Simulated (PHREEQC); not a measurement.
Dissolve 0.024 mol/kgw NaHS and 0.00068 mol/kgw ZnCl2 at 25 °C. Closed to the air; pH follows from the charge balance.

The numbers come from PHREEQC with the ion-association model, phreeqc.dat.

```
quantity        before    after
-------------  -------  -------
pH                9.51     9.19
HS- (mol/kgw)   0.0224  0.00339
H2S (mol/kgw)  5.16e-5  1.77e-5
```

**Question.** What was changed between the two runs?
(A) NaHS from 0.024 to 0.012 mol/kgw
(B) ZnCl2 left out
(C) temperature from 25 to 10 °C
(D) NaHS from 0.024 to 0.0048 mol/kgw
(E) temperature from 25 to 60 °C

**Answer.** D, NaHS from 0.024 to 0.0048 mol/kgw

Precipitation was switched off in this run. Some of these states are supersaturated (in Sphalerite (slow to form), for instance).
